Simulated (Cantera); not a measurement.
An isothermal, constant-pressure homogeneous reactor starts with 31.2 % N2O, 68.8 % O2, at 1050 K and 100.0 Torr.

Cantera simulation using GRI-Mech 3.0 (53 species, 325 reactions); the numbers are that mechanism's predictions, not measurements. GRI-Mech 3.0 was tuned for natural gas; its chemistry of N2O as a main component is partial and can be far from experiment. The mechanism lacks the step 2 NO + O2 → 2 NO2, which can matter for NO2 below about 1400 K. The temperature is held fixed by assumption; the heat of reaction is taken as removed at once.

One state of this run: x N2O = 0.291; x O2 = 0.690; x NO2 = 2.19e-6; x N2 = 0.0183; x NO = 0.000991; x O = 1.23e-7. x: mole fraction; the columns are a selection and need not sum to one.

Which value of t (s) does it belong to?
(A) 4.31
(B) 20.0
(C) 0.200
(D) 0.00200

B, 20.0
